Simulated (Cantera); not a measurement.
Cantera run, input and output.

```python
import numpy as np
import cantera as ct

gas = ct.Solution("gri30.yaml")
gas.TPX = 1298, 100000, {'C3H8': 1, 'O2': 3.85, 'N2': 14.5}
reactor = ct.IdealGasReactor(gas, energy="on", clone=False)
net = ct.ReactorNet([reactor])
net.rtol, net.atol = 1e-08, 1e-16
show = ['C3H8', 'O2', 'N2O', 'C2H6', 'C2H']
times = np.geomspace(1e-06, 4, 16)

steps = ct.SolutionArray(gas, extra=["t"])
rows = []
print(f"{'t/s':>10s}{'T/K':>9s}{'P/Pa':>11s}" + "".join(f"{s:>11s}" for s in show))
for t in times:
    while net.time < t:
        t_next = net.step()
        steps.append(gas.state, t=t_next)
    rows.append([np.interp(t, steps.t, y) for y in (steps.T, steps.P, *steps(*show).X.T)])
    print(f"{t:10.3e}{rows[-1][0]:9.1f}{rows[-1][1]:11.4g}" + "".join(f"{x:11.3e}" for x in rows[-1][2:]))
rate = np.gradient(steps.T, steps.t)
print("integrator steps:", len(steps.t))
if steps.T.max() > steps.T[0] + 200:
    print(f"time of steepest temperature rise: {steps.t[rate.argmax()]:.4e} s")
gas.TPX = 1298, 100000, {'C3H8': 1, 'O2': 3.85, 'N2': 14.5}
gas.equilibrate("UV")
print(f"equilibrium (UV): T = {gas.T:.1f} K  " + "  ".join(f"{s} {gas[s].X[0]:.3e}" for s in show))
```

Result:

```
       t/s      T/K       P/Pa       C3H8         O2        N2O       C2H6        C2H
 1.000e-06   1298.0      1e+05  5.168e-02  1.990e-01  7.517e-15  1.221e-10  6.860e-23
 2.755e-06   1297.9  9.999e+04  5.167e-02  1.990e-01  1.133e-13  2.914e-09  7.186e-21
 7.591e-06   1297.7  9.998e+04  5.165e-02  1.989e-01  1.388e-12  7.646e-08  3.868e-19
 2.091e-05   1297.3  9.996e+04  5.156e-02  1.989e-01  1.243e-11  1.928e-06  3.243e-17
 5.762e-05   1296.5  9.994e+04  5.116e-02  1.987e-01  6.456e-11  4.310e-05  2.943e-15
 1.587e-04   1296.8  1.001e+05  4.975e-02  1.980e-01  1.822e-10  3.528e-04  5.525e-14
 4.373e-04   1301.1  1.009e+05  4.517e-02  1.953e-01  6.027e-10  1.282e-03  1.102e-12
 1.205e-03   2935.7  2.589e+05  1.550e-38  6.496e-03  4.991e-07  3.036e-26  4.745e-17
 3.320e-03   2928.0  2.582e+05  1.819e-38  5.959e-03  5.524e-07  3.401e-26  4.762e-17
 9.146e-03   2928.0  2.582e+05  1.819e-38  5.959e-03  5.524e-07  3.401e-26  4.762e-17
 2.520e-02   2928.0  2.582e+05  1.819e-38  5.959e-03  5.524e-07  3.401e-26  4.762e-17
 6.942e-02   2928.0  2.582e+05  1.819e-38  5.959e-03  5.524e-07  3.401e-26  4.762e-17
 1.913e-01   2928.0  2.582e+05  1.819e-38  5.959e-03  5.524e-07  3.401e-26  4.762e-17
 5.270e-01   2928.0  2.582e+05  1.819e-38  5.959e-03  5.524e-07  3.401e-26  4.762e-17
 1.452e+00   2928.0  2.582e+05  1.819e-38  5.959e-03  5.524e-07  3.401e-26  4.762e-17
 4.000e+00   2928.0  2.582e+05  1.819e-38  5.959e-03  5.524e-07  3.401e-26  4.762e-17
integrator steps: 2015
time of steepest temperature rise: 9.5840e-04 s
equilibrium (UV): T = 2928.0 K  C3H8 3.046e-38  O2 5.959e-03  N2O 5.524e-07  C2H6 5.036e-26  C2H 5.015e-17
```

Model: GRI-Mech 3.0 (53 species, 325 reactions), integrated in Cantera. GRI-Mech 3.0 was tuned for natural gas; its chemistry of propane as a main component is partial and can be far from experiment.
